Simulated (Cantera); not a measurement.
An isothermal plug-flow reactor at 875 K and 4.34 atm (inlet), inlet velocity 1.7 m/s, active area per volume 1800 1/m; feed 0.558 % CH₄, 2.61 % O₂, 93.7 % N₂, 3.09 % H₂O, equivalence ratio 0.43.

Detailed kinetics in Cantera: Deutschmann's 1995 Pt surface mechanism with GRI-Mech 3.0 gas chemistry. Catalytic surfaces can have several steady states; this one follows from the mechanism file's or the stated starting coverage. Mass transfer to the wall is taken as infinitely fast.

x: gas mole fraction; θ: surface coverage.

| z (m) | x CH₄ | x O₂ | x H₂O | x CO₂ | x CO | θ free Pt | θ O* | θ OH* |
|---|---|---|---|---|---|---|---|---|
| 0.0002 | 0.00557 | 0.0261 | 0.0309 | 8.62e-6 | 4.52e-7 | 0.0782 | 0.914 | 0.00729 |
| 0.00038 | 0.00556 | 0.0261 | 0.0309 | 1.65e-5 | 7.23e-7 | 0.0782 | 0.914 | 0.00729 |
| 0.00073 | 0.00554 | 0.0260 | 0.0309 | 3.20e-5 | 1.03e-6 | 0.0783 | 0.914 | 0.00730 |
| 0.0014 | 0.00551 | 0.0260 | 0.0310 | … | 1.23e-6 | 0.0783 | 0.914 | 0.00731 |
| 0.0027 | 0.00546 | 0.0259 | 0.0311 | 0.000120 | 1.28e-6 | 0.0784 | 0.914 | 0.00733 |
| 0.0053 | 0.00534 | 0.0256 | 0.0313 | 0.000236 | 1.26e-6 | 0.0786 | 0.914 | 0.00736 |
| 0.01 | 0.00514 | 0.0252 | 0.0317 | 0.000440 | 1.21e-6 | 0.0790 | 0.913 | 0.00743 |
| 0.02 | … | 0.0244 | 0.0326 | … | 1.12e-6 | 0.0799 | 0.913 | 0.00756 |

Question: What belongs in the gaps?

Answer: 
- 0.0014, x CO₂: 6.21e-5
- 0.02, x CH₄: 0.00472
- 0.02, x CO₂: 0.000856
